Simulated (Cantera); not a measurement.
A Cantera script and its output.

```python
import numpy as np
import cantera as ct

gas = ct.Solution("gri30.yaml")
gas.TPX = 1173, 100000, {'C2H4': 1, 'H2': 16, 'H2O': 0.038}
reactor = ct.IdealGasConstPressureReactor(gas, energy="off", clone=False)
net = ct.ReactorNet([reactor])
net.rtol, net.atol = 1e-08, 1e-18
show = ['C2H4', 'H2', 'C2H6', 'H', 'CH2']
times = np.geomspace(2e-05, 2, 10)

steps = ct.SolutionArray(gas, extra=["t"])
rows = []
print(f"{'t/s':>10s}{'T/K':>9s}{'P/Pa':>11s}" + "".join(f"{s:>11s}" for s in show))
for t in times:
    while net.time < t:
        t_next = net.step()
        steps.append(gas.state, t=t_next)
    rows.append([np.interp(t, steps.t, y) for y in (steps.T, steps.P, *steps(*show).X.T)])
    print(f"{t:10.3e}{rows[-1][0]:9.1f}{rows[-1][1]:11.4g}" + "".join(f"{x:11.3e}" for x in rows[-1][2:]))
rate = np.gradient(steps.T, steps.t)
print("integrator steps:", len(steps.t))
if steps.T.max() > steps.T[0] + 200:
    print(f"time of steepest temperature rise: {steps.t[rate.argmax()]:.4e} s")
gas.TPX = 1173, 100000, {'C2H4': 1, 'H2': 16, 'H2O': 0.038}
gas.equilibrate("TP")
print(f"equilibrium (TP): T = {gas.T:.1f} K  " + "  ".join(f"{s} {gas[s].X[0]:.3e}" for s in show))
```

Output:

```
       t/s      T/K       P/Pa       C2H4         H2       C2H6          H        CH2
 2.000e-05   1173.0      1e+05  5.869e-02  9.391e-01  2.669e-11  1.587e-11  1.226e-18
 7.188e-05   1173.0      1e+05  5.869e-02  9.391e-01  3.585e-10  5.500e-11  4.807e-18
 2.583e-04   1173.0      1e+05  5.869e-02  9.391e-01  4.689e-09  1.958e-10  1.769e-17
 9.283e-04   1173.0      1e+05  5.869e-02  9.391e-01  6.097e-08  7.073e-10  6.450e-17
 3.336e-03   1173.0      1e+05  5.869e-02  9.391e-01  8.274e-07  2.815e-09  2.573e-16
 1.199e-02   1173.0      1e+05  5.867e-02  9.391e-01  1.986e-05  2.907e-08  2.659e-15
 4.309e-02   1173.0      1e+05  5.541e-02  9.388e-01  3.103e-03  1.490e-06  2.104e-13
 1.549e-01   1173.0      1e+05  4.505e-02  9.341e-01  8.450e-03  2.192e-06  8.763e-13
 5.565e-01   1173.0      1e+05  3.457e-02  9.210e-01  6.433e-03  1.880e-06  1.500e-12
 2.000e+00   1173.0      1e+05  1.967e-02  9.003e-01  3.595e-03  1.341e-06  1.511e-12
integrator steps: 706
equilibrium (TP): T = 1173.0 K  C2H4 5.931e-05  H2 8.760e-01  C2H6 1.097e-05  H 1.111e-07  CH2 1.747e-14
```

Detailed kinetics in Cantera: GRI-Mech 3.0 (53 species, 325 reactions). GRI-Mech 3.0 was tuned for natural gas; its chemistry of ethylene as a main component is partial and can be far from experiment. GRI-Mech 3.0 stops at C3 and has no aromatics, soot or wall deposition, so with more carbon than oxygen in the feed, carbon stays in small species such as C2H2 where larger ones or solid carbon would form.
